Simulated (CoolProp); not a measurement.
Acetone along the isobar 21.6 MPa: Z from the reference equation and from simpler models built on Tc = 508.1 K, pc = 4.692 MPa, ω = 0.307; each cubic takes its own stable root.

The numbers come from the reference Helmholtz-energy equation of state, Lemmon 2006 in CoolProp. It is a short technical equation, of lower accuracy than the large ones.

```json
[
 {"T (K)": "343.4", "phase": "liquid", "reference": "0.5789", "van der Waals": "1.061", "Redlich-Kwong": "0.7514", "Soave-Redlich-Kwong": "0.7312", "Peng-Robinson": "0.6507"},
 {"T (K)": "351.1", "phase": "liquid", "reference": "0.5721", "van der Waals": "1.044", "Redlich-Kwong": "0.7421", "Soave-Redlich-Kwong": "0.7218", "Peng-Robinson": "0.6423"},
 {"T (K)": "358.8", "phase": "liquid", "reference": "0.5658", "van der Waals": "1.028", "Redlich-Kwong": "0.7333", "Soave-Redlich-Kwong": "0.7132", "Peng-Robinson": "0.6346"},
 {"T (K)": "366.5", "phase": "liquid", "reference": "0.5599", "van der Waals": "1.014", "Redlich-Kwong": "0.7252", "Soave-Redlich-Kwong": "0.7052", "Peng-Robinson": "0.6275"},
 {"T (K)": "374.2", "phase": "liquid", "reference": "0.5545", "van der Waals": "0.9994", "Redlich-Kwong": "0.7176", "Soave-Redlich-Kwong": "0.6979", "Peng-Robinson": "0.6209"},
 {"T (K)": "381.8", "phase": "liquid", "reference": "0.5495", "van der Waals": "0.9862", "Redlich-Kwong": "0.7107", "Soave-Redlich-Kwong": "0.6912", "Peng-Robinson": "0.6150"},
 {"T (K)": "389.5", "phase": "liquid", "reference": "0.5449", "van der Waals": "0.9734", "Redlich-Kwong": "0.7043", "Soave-Redlich-Kwong": "0.6851", "Peng-Robinson": "0.6096"},
 {"T (K)": "397.2", "phase": "liquid", "reference": "0.5406", "van der Waals": "0.9614", "Redlich-Kwong": "0.6983", "Soave-Redlich-Kwong": "0.6795", "Peng-Robinson": "0.6047"},
 {"T (K)": "404.9", "phase": "liquid", "reference": "0.5368", "van der Waals": "0.9499", "Redlich-Kwong": "0.6928", "Soave-Redlich-Kwong": "0.6746", "Peng-Robinson": "0.6004"},
 {"T (K)": "412.6", "phase": "liquid", "reference": "0.5333", "van der Waals": "0.9390", "Redlich-Kwong": "0.6878", "Soave-Redlich-Kwong": "0.6702", "Peng-Robinson": "0.5966"},
 {"T (K)": "420.3", "phase": "liquid", "reference": "0.5302", "van der Waals": "0.9286", "Redlich-Kwong": "0.6833", "Soave-Redlich-Kwong": "0.6663", "Peng-Robinson": "0.5933"},
 {"T (K)": "428", "phase": "liquid", "reference": "0.5275", "van der Waals": "0.9188", "Redlich-Kwong": "0.6793", "Soave-Redlich-Kwong": "0.6630", "Peng-Robinson": "0.5906"},
 {"T (K)": "435.7", "phase": "liquid", "reference": "0.5251", "van der Waals": "0.9095", "Redlich-Kwong": "0.6756", "Soave-Redlich-Kwong": "0.6603", "Peng-Robinson": "0.5884"},
 {"T (K)": "443.4", "phase": "liquid", "reference": "0.5231", "van der Waals": "0.9007", "Redlich-Kwong": "0.6724", "Soave-Redlich-Kwong": "0.6581", "Peng-Robinson": "0.5867"},
 {"T (K)": "451", "phase": "liquid", "reference": "0.5215", "van der Waals": "0.8925", "Redlich-Kwong": "0.6697", "Soave-Redlich-Kwong": "0.6564", "Peng-Robinson": "0.5855"},
 {"T (K)": "458.7", "phase": "liquid", "reference": "0.5202", "van der Waals": "0.8846", "Redlich-Kwong": "0.6673", "Soave-Redlich-Kwong": "0.6553", "Peng-Robinson": "0.5849"}
]
```
